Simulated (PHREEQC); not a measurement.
**Spent oxide etchant: speciation**

Make-up at 25 °C: 1.7 mmol/kgw HF, 0.11 mmol/kgw (NH4)2SiF6, 0.073 mmol/kgw H3PO4 and 2.1 mmol/kgw HCl. Closed to the air; pH follows from the charge balance.

All values are PHREEQC results (ion-association model, phreeqc.dat), not measurements.

```json
{
 "pH": "2.62",
 "ionic_strength": "0.00276 mol/kgw",
 "specific_conductance": "1040 µS/cm",
 "total_alkalinity": "-4.31 meq/kg"
}
```

| species | molality | activity | log γ |
|---|---|---|---|
| H+ | 0.00250 | 0.00237 | -0.023 |
| Cl- | 0.00210 | 0.00198 | -0.025 |
| HF | 0.00163 | 0.00163 | 0.000 |
| F- | 0.000486 | 0.000459 | -0.025 |
| NH4+ | 0.000220 | 0.000207 | -0.026 |
| H4SiO4 | 7.05e-5 | 7.05e-5 | 0.000 |

This is a speciation only: nothing precipitates in the calculation. Species that the database lacks are ignored. SiF6-2 is the database's only silicon fluoride.
